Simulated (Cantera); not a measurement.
A Cantera script and what it prints.

```python
import numpy as np
import cantera as ct

gas_names = """
    CL CL2 H HCL H2 N NH NH2 NH3 N2 N2H2 N2H4 Si SiCL SiCL2 SiCL3 SiCL4 SiH SiHCL3 SiH2 SiH2CL2 SiH3
    SiH3CL SiH4 SiN Si2 Si2N Si3
""".split()
cond_names = """
    NH4CL(a) NH4CL(b) Si(cr) Si(L) Si3N4(a)
""".split()


def load(file, names, dense=False):
    # The tables refer to 1 bar. Condensed volumes are neglected.
    table = {s.name: s for s in ct.Species.list_from_file(file)}
    out = []
    for n in names:
        d = dict(table[n].input_data)
        d["thermo"] = dict(d["thermo"], **{"reference-pressure": 1e5})
        if dense:
            d["equation-of-state"] = {"model": "constant-volume", "density": "1e6 g/cm^3"}
        out.append(ct.Species.from_dict(d))
    return out


gas = ct.Solution(thermo="ideal-gas", species=load("nasa_gas.yaml", gas_names))
cond = {s.name: ct.Solution(thermo="fixed-stoichiometry", species=[s], name=s.name)
        for s in load("nasa_condensed.yaml", cond_names, dense=True)}
atoms = {
    'Si2Cl6': {'Si': 2, 'CL': 6},
    'NH3': {'N': 1, 'H': 3},
    'N2': {'N': 2},
}
top_T = {'Si3N4(a)': 2400}  # K; cautious upper limits of use, not melting points


def equilibrate(T, P, feed):
    n = {}
    for name, mol in feed.items():
        for a, k in atoms[name].items():
            n[a] = n.get(a, 0.0) + k * mol
    gas.TPX = T, P, n
    mass = sum(n.values()) * gas.mean_molecular_weight
    gas.equilibrate("TP")
    valid = [c for c in cond.values() if c.min_temp <= T <= top_T.get(c.name, c.max_temp)]
    mix = ct.Mixture([(gas, mass / gas.mean_molecular_weight)] + [(c, 0.0) for c in valid])
    mix.T, mix.P = T, P
    mix.equilibrate("TP", solver="vcs", rtol=1e-11, max_steps=5000)
    return mix


results = []
feed = {'Si2Cl6': 1, 'NH3': 5.3, 'N2': 6.9}  # mol
T = 1398.15  # K
P = 27  # Pa
mix = equilibrate(T, P, feed)
results.append((T, P, feed, dict(zip(mix.species_names, mix.species_moles))))
x = sorted(zip(gas.X, gas.species_names), reverse=True)
print(f"T = {T:g} K  P = {P:g} Pa  gas = {mix.phase_moles(0):.4g} mol")
print("   x: " + "  ".join(f"{s} {v:.3e}" for v, s in x if v > 1e-06))
print("   condensed (mol): " + ("  ".join(f"{mix.phase(i).name} {mix.phase_moles(i):.4g}"
      for i in range(1, mix.n_phases) if mix.phase_moles(i) > 1e-12) or "none"))
```

Output:

```
T = 1398.15 K  P = 27 Pa  gas = 19.82 mol
   x: N2 4.484e-01  H2 3.015e-01  HCL 1.989e-01  SiCL2 4.921e-02  SiCL3 1.477e-03  SiCL4 1.893e-04  H 1.584e-04  CL 8.611e-05  SiHCL3 2.016e-05  SiCL 4.062e-06
   condensed (mol): Si3N4(a) 0.3303
```

Method: chemical equilibrium by Gibbs-energy minimisation in Cantera with the NASA 1993 tables (ideal gas, pure condensed phases). The feed counts by its element totals alone. The tables' values for SiCl3 are old estimates; treat these amounts as uncertain.
